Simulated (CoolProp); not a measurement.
Vapour-liquid equilibrium of n-pentane (1) + benzene (2) at 0.768 MPa; x and y are mole fractions of (1).

Model: multi-fluid Helmholtz-energy mixture model, Thol 2019 and Thol 2012; pair parameters Bell 2016, in CoolProp.

```tsv
x	bubble temperature (K)	y at the bubble point	dew temperature at overall composition x (K)	liquid density (mol/L)
0.05	431.3	0.136	435.1	9.032
0.15	421.6	0.339	430.6	8.872
0.25	414.2	0.480	426.0	8.687
0.35	408.3	0.586	421.0	8.489
0.45	403.4	0.670	415.8	8.285
0.55	399.3	0.741	410.3	8.081
0.65	395.7	0.804	404.6	7.879
0.75	392.3	0.862	398.8	7.683
0.85	389.3	0.918	393.0	7.494
0.95	386.4	0.973	387.6	7.312
```

No azeotrope shows between x = 0.05 and 0.95.

Pair parameters are fitted to limited data, so mixtures are less certain than the pure fluids.
